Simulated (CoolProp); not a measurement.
A simple Rankine cycle with n-perfluoropentane: condensing at 294.15 K, boiler at 0.669 MPa, turbine inlet 382 K, turbine efficiency 0.9, pump efficiency 0.7, no recuperator. Each further row changes one setting.

Computed with CoolProp (reference Helmholtz-energy equation of state, Gao 2022).

| case | thermal efficiency (%) | net work (kJ/kg) | heat in (kJ/kg) | turbine exit temperature (K) | volume ratio over the turbine |
|---|---|---|---|---|---|
| as stated | 11.6 | 18.8 | 162 | 353.5 | 10.0 |
| turbine inlet 402 K | [?] | 20.2 | [?] | 373.9 | 9.68 |
| condensing temperature 286.15 K | 12.7 | 21.6 | [?] | 350.0 | 13.8 |
| boiler pressure 0.468 MPa | 9.9 | 16.3 | 165 | 359.3 | [?] |
| turbine efficiency 0.8 | 10.2 | 16.6 | 162 | 355.9 | 10.1 |

Task: Complete the blanks.

Result: 
- turbine inlet 402 K, thermal efficiency (%): 11.1
- turbine inlet 402 K, heat in (kJ/kg): 182
- condensing temperature 286.15 K, heat in (kJ/kg): 171
- boiler pressure 0.468 MPa, volume ratio over the turbine: 6.63
